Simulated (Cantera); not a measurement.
A closed system holds: 1 mol c-C4F8, 0.14 mol H2, held at 2498 K and 77.0 Pa.

These are equilibrium values from Cantera (NASA tables, ideal gas, pure condensed phases), not measurements of a reactor. Candidate condensed phases: C, C6H6, C7H8, C8H18; 95 gas species. The feed counts by its element totals alone. Equilibrium is a limit: real reactors are often held back by kinetics, nucleation or transport.

Base state: F 0.867, CF2 0.0667, HF 0.0372, CF 0.0281, C3 0.000626, C 0.000210, CF3 0.000126, H 7.20e-5 (mole fractions); condensed: C(graphite).

What changes in the equilibrium state with this change: 0.033 mol Cl2 added?


| species | before | after |
|---|---|---|
| F | 0.867 | 0.860 |
| CF2 | 0.0667 | 0.0656 |
| HF | 0.0372 | 0.0369 |
| Cl | 0 | 0.00871 |
| CF | 0.0281 | 0.0279 |
| CF4 | 3.92e-5 | 3.79e-5 |
| CF3 | 0.000126 | 0.000123 |
| C(graphite), mol | 3.27 | 3.27 |
